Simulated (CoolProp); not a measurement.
Vapour-liquid equilibrium of cyclohexane (1) + dimethyl carbonate (2) at 324 K; x and y are mole fractions of (1).

Model: multi-fluid Helmholtz-energy mixture model, Zhou 2014 and Zhou 2011; pair parameters Bell 2016, in CoolProp.

| x | bubble pressure, mixture model (bar) | bubble pressure, Raoult's law (bar) | y, mixture model | y, Raoult's law |
|---|---|---|---|---|
| 0.05 | 0.3101 | 0.2478 | 0.256 | 0.076 |
| 0.15 | 0.3955 | 0.2611 | 0.461 | 0.215 |
| 0.25 | 0.4380 | 0.2744 | 0.542 | 0.341 |
| 0.35 | 0.4579 | 0.2877 | 0.582 | 0.455 |
| 0.45 | 0.4668 | 0.3011 | 0.605 | 0.559 |
| 0.55 | 0.4708 | 0.3144 | 0.623 | 0.655 |
| 0.65 | 0.4720 | 0.3277 | 0.642 | 0.742 |
| 0.75 | 0.4689 | 0.3410 | 0.672 | 0.823 |
| 0.85 | 0.4550 | 0.3543 | 0.731 | 0.898 |
| 0.95 | 0.4144 | 0.3676 | 0.864 | 0.967 |

The largest gap from Raoult's law is +59.6 % in bubble pressure, at x = 0.25. y crosses x between x = 0.55 and 0.65: the model has an azeotrope there.

The pair parameters rest on a limited set of measurements; away from them the model extrapolates. With so large a gap from Raoult's law the liquid may split in two, which this calculation doesn't test in full.
